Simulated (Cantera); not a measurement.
Input: 1 mol BN, 0.37 mol N₂, at 0.0170 bar.

Cantera equilibrium calculation (NASA polynomials, part measured and part estimated; ideal gas, pure solids and liquids). Candidate condensed phases: B, BN; 5 gas species. Kinetics and transport are ignored.

Q: Which condensed phases are stable at each of these points (T (°C)): 1777, 1877, 1977, 2077, 2177, 2277, 2377, 2477?

A: 
```json
[
 {"T (°C)": "1777", "condensed phases": "BN(s)", "B condensed (%)": "100.0"},
 {"T (°C)": "1877", "condensed phases": "BN(s)", "B condensed (%)": "100.0"},
 {"T (°C)": "1977", "condensed phases": "BN(s)", "B condensed (%)": "100.0"},
 {"T (°C)": "2077", "condensed phases": "BN(s)", "B condensed (%)": "100.0"},
 {"T (°C)": "2177", "condensed phases": "B(l)", "B condensed (%)": "99.7"},
 {"T (°C)": "2277", "condensed phases": "B(l)", "B condensed (%)": "99.3"},
 {"T (°C)": "2377", "condensed phases": "B(l)", "B condensed (%)": "98.2"},
 {"T (°C)": "2477", "condensed phases": "B(l)", "B condensed (%)": "95.8"}
]
```

From 1777 °C to 2077 °C the condensed part is BN(s). From 2177 °C to 2477 °C the condensed part is B(l).
